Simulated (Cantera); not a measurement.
Mixture: 6.67 % CH4, 26.7 % O2, 66.7 % N2, equivalence ratio 0.50, at 101000 Pa, adiabatic and at constant volume. Ignition delay is the time to a rise of 400 K.

Cantera simulation using GRI-Mech 3.0 (53 species, 325 reactions); the numbers are that mechanism's predictions, not measurements.

**Question.** Predict: delay at 1025 K; delay at 1125 K; delay at 1225 K; delay at 1325 K; delay at 1425 K; delay at 1525 K; apparent activation energy between 1325 and 1525 K.

**Answer.** 
* **delay at 1025 K**: 0.345 s
* **delay at 1125 K**: 66.3 ms
* **delay at 1225 K**: 15.2 ms
* **delay at 1325 K**: 4.13 ms
* **delay at 1425 K**: 1.35 ms
* **delay at 1525 K**: 0.533 ms
* **apparent activation energy between 1325 and 1525 K**: 170 kJ/mol
